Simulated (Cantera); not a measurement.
A Cantera script and its output.

```python
import numpy as np
import cantera as ct

gas = ct.Solution("gri30.yaml")
gas.TPX = 1975, 2100000, {'CH4': 1, 'H2O': 0.39}
inlet = ct.Reservoir(gas, clone=True)

reactor = ct.IdealGasConstPressureReactor(gas, energy="off", clone=False)
exhaust = ct.Reservoir(gas, clone=True)
tau = [0.48, 0.28, 0.16, 0.09, 0.051, 0.029, 0.017, 0.0095, 0.0054, 0.0031, 0.0018][0]
for a, b in ((inlet, reactor), (reactor, exhaust)):
    ct.MassFlowController(a, b, mdot=lambda t: reactor.mass / tau)
net = ct.ReactorNet([reactor])
show = ['CH4', 'H2O', 'C2H4', 'CO', 'H2O2']

rows = []
print(f"{'tau/s':>10s}{'T/K':>9s}" + "".join(f"{s:>11s}" for s in show))
for tau in [0.48, 0.28, 0.16, 0.09, 0.051, 0.029, 0.017, 0.0095, 0.0054, 0.0031, 0.0018]:
    net.initial_time = 0.0
    net.advance(30 * tau)
    before = gas.X
    net.advance(40 * tau)
    drift = np.max(np.abs(gas.X - before) / (gas.X + 1e-9))
    rows.append([gas.T, *gas[show].X, drift])
    print(f"{tau:10.3e}{gas.T:9.1f}" + "".join(f"{x:11.3e}" for x in gas[show].X))
```

It prints:

```
     tau/s      T/K        CH4        H2O       C2H4         CO       H2O2
 4.800e-01   1975.0  6.153e-02  2.689e-03  8.968e-03  1.477e-01  4.200e-15
 2.800e-01   1975.0  6.191e-02  4.492e-03  9.055e-03  1.460e-01  1.175e-14
 1.600e-01   1975.0  6.255e-02  7.553e-03  9.201e-03  1.432e-01  3.332e-14
 9.000e-02   1975.0  6.362e-02  1.260e-02  9.437e-03  1.387e-01  9.318e-14
 5.100e-02   1975.0  6.527e-02  2.021e-02  9.786e-03  1.319e-01  2.418e-13
 2.900e-02   1975.0  6.773e-02  3.102e-02  1.026e-02  1.223e-01  5.767e-13
 1.700e-02   1975.0  7.105e-02  4.456e-02  1.083e-02  1.105e-01  1.207e-12
 9.500e-03   1975.0  7.618e-02  6.279e-02  1.153e-02  9.489e-02  2.444e-12
 5.400e-03   1975.0  8.326e-02  8.317e-02  1.222e-02  7.804e-02  4.381e-12
 3.100e-03   1975.0  9.313e-02  1.045e-01  1.282e-02  6.118e-02  7.067e-12
 1.800e-03   1975.0  1.068e-01  1.252e-01  1.325e-02  4.578e-02  1.035e-11
```

Detailed kinetics in Cantera: GRI-Mech 3.0 (53 species, 325 reactions). GRI-Mech 3.0 stops at C3 and has no aromatics, soot or wall deposition, so with more carbon than oxygen in the feed, carbon stays in small species such as C2H2 where larger ones or solid carbon would form. The pressure lies above the range GRI-Mech 3.0 was tuned for (to about 10 atm).
